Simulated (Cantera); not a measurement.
Input (Python, Cantera) and output of one run.

```python
import numpy as np
import cantera as ct

gas_names = [...]  # 114 gases of nasa_gas.yaml made of C, Fe, H, O
cond_names = """
    C(gr) C6H6(L) C7H8(L) C8H18(L),n-octa Fe(a) Fe(c) Fe(d) Fe(L) FeC5O5(L) FeO(s) FeO(L) Fe(OH)2(s)
    Fe(OH)3(s) Fe2O3(s) Fe3O4(s) H2O(s) H2O(L)
""".split()


# ... load() reads the species with a 1 bar reference pressure and builds the phases ...
atoms = {
    'Fe2O3': {'Fe': 2, 'O': 3},
    'C': {'C': 1},
    'CO': {'C': 1, 'O': 1},
    'CH4': {'C': 1, 'H': 4},
}
top_T = {'C(gr)': 4500, 'Fe2O3(s)': 1830, 'Fe3O4(s)': 1870}  # K; cautious upper limits of use, not melting points


# ... equilibrate(T, P, feed) seeds the gas with the atoms and calls Mixture.equilibrate('TP', solver="vcs", rtol=1e-11, max_steps=5000) ...
results = []
T = 2425  # K
P = 8400  # Pa
for m in [0.68, 0.83, 1, 1.2, 1.5, 1.8, 2.2, 2.6, 3.2, 3.9]:
    feed = {'Fe2O3': 1, 'C': 4.1, 'CO': 0.034, 'CH4': m}  # mol
    mix = equilibrate(T, P, feed)
    results.append((T, P, feed, dict(zip(mix.species_names, mix.species_moles))))

top = {s: max(r[3][s] / sum(r[3][g] for g in gas_names) for r in results) for s in gas_names}
cols = sorted((s for s in top if top[s] > 1e-06), key=lambda s: -top[s])[:6]
seen = [c for c in cond_names if any(r[3].get(c, 0) > 1e-12 for r in results)]
print("log10 of partial pressures in bar; condensed amounts in mol")
print(f"{'n(CH4)':>10s}" + "".join(f"{s[:9]:>10s}" for s in cols + seen))
for T, P, feed, n in results:
    ng = sum(n[g] for g in gas_names)
    print(f"{feed['CH4']:10.4g}" + "".join(f"{np.log10(max(n[s] / ng * P / 1e5, 1e-99)):10.3f}" for s in cols)
          + "".join(f"{n.get(c, 0):10.4g}" for c in seen))
```

Result:

```
log10 of partial pressures in bar; condensed amounts in mol
    n(CH4)        H2        CO        Fe         H C2H2,acet       C2H     C(gr)     Fe(L)
      0.68    -1.727    -1.348    -1.749    -2.611    -3.835    -5.934      1.76    0.7955
      0.83    -1.668    -1.377    -1.749    -2.581    -3.776    -5.904     1.905    0.7116
         1    -1.617    -1.408    -1.749    -2.556    -3.724    -5.878      2.07    0.6165
       1.2    -1.570    -1.442    -1.749    -2.532    -3.678    -5.855     2.264    0.5048
       1.5    -1.518    -1.488    -1.749    -2.506    -3.626    -5.829     2.555    0.3374
       1.8    -1.480    -1.530    -1.749    -2.487    -3.587    -5.810     2.846    0.1701
       2.2    -1.439    -1.577    -1.758    -2.467    -3.547    -5.789     3.234         0
       2.6    -1.401    -1.613    -1.794    -2.448    -3.509    -5.771     3.622         0
       3.2    -1.359    -1.662    -1.843    -2.427    -3.466    -5.749     4.203         0
       3.9    -1.323    -1.712    -1.893    -2.409    -3.430    -5.731     4.882         0
```

Method: chemical equilibrium by Gibbs-energy minimisation in Cantera with the NASA 1993 tables (ideal gas, pure condensed phases). Iron dissolves carbon and melts from about 1420 K in contact with it, which pure phases cannot show. Condensed phases not in the tables: cementite and carbon dissolved in iron.
